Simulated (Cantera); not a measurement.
A freely propagating, adiabatic, planar premixed flame of 3.10 % CH4, 3.10 % C2H6, 0.152 % C3H8, 16.2 % O2, 77.5 % N2, unburnt at 625 K and 2.50 bar; mixture-averaged transport, grid criteria slope 0.08 and curve 0.16, no radiation.

Detailed kinetics in Cantera: GRI-Mech 3.0 (53 species, 325 reactions). Burning velocities carry a grid error of a few per cent, more on coarse grids.

Problem. Predict: laminar burning velocity; thermal thickness; peak x(HCN); peak x(OH).

Solution. 
| Property | Value |
|---|---|
| laminar burning velocity | 82.0 cm/s |
| thermal thickness | 0.180 mm |
| peak x(HCN) | 7.78e-6 |
| peak x(OH) | 0.00577 |
